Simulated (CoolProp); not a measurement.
Computed with CoolProp (reference Helmholtz-energy equation of state, Span 1996).

**Question.** For carbon dioxide, give the phase and the cv (kJ/(kg K)), speed of sound (m/s), viscosity (µPa s), Prandtl number at 466.6 K and 0.0358 MPa; 560.8 K and 0.744 MPa; 229.7 K and 0.0734 MPa.

**Answer.** 
- 466.6 K and 0.0358 MPa: gas; cv 0.802, speed of sound 330, viscosity 22.5, Prandtl number 0.741
- 560.8 K and 0.744 MPa: gas; cv 0.865, speed of sound 359, viscosity 26.4, Prandtl number 0.737
- 229.7 K and 0.0734 MPa: gas; cv 0.586, speed of sound 239, viscosity 11.6, Prandtl number 0.781

Viscosity comes from a separate model (Laesecke 2017). Thermal conductivity comes from a separate model (Huber 2016).
